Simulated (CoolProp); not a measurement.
Properties of methanol at several states.

Values from CoolProp's reference Helmholtz-energy equation of state, de Reuck 1993.

```tsv
T (°C)	p (MPa)	phase	Joule-Thomson coefficient (K/MPa)	expansivity (1/kK)	conductivity (mW/(m K))	fugacity coefficient
-78.45	0.276	liquid	-0.3981	1.130	219	1.127e-5
175.25	10.3	liquid	0.06101	2.579	176	0.2148
-45.55	0.0783	liquid	-0.3854	1.140	213	0.001543
243.15	3.33	gas	11.56	3.890	47.8	0.8721
303.75	1.06	gas	5.908	1.895	50.9	0.9741
```

Thermal conductivity comes from a separate model (Sykioti 2013).
